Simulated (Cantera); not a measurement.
A freely propagating, adiabatic, planar premixed flame of C3H8 : O2 : N2 = 1 : 4.17 : 15.7 (molar parts), equivalence ratio 1.2, unburnt at 700 K and 101000 Pa; unity-Lewis-number transport, grid criteria slope 0.08 and curve 0.16, no radiation.

Cantera simulation using GRI-Mech 3.0 (53 species, 325 reactions); the numbers are that mechanism's predictions, not measurements. GRI-Mech 3.0 was tuned for natural gas; its chemistry of propane as a main component is partial and can be far from experiment. Unity Lewis numbers drop preferential diffusion, which matters most where H2 and H carry the flame. Burning velocities carry a grid error of a few per cent, more on coarse grids.

### Question
Predict: laminar burning velocity; thermal thickness; peak x(OH); peak x(CH3); peak x(CO).

### Answer
```json
{
 "laminar_burning_velocity": "133 cm/s",
 "thermal_thickness": "0.301 mm",
 "peak x(OH)": "0.0106",
 "peak x(CH3)": "0.00308",
 "peak x(CO)": "0.0815"
}
```
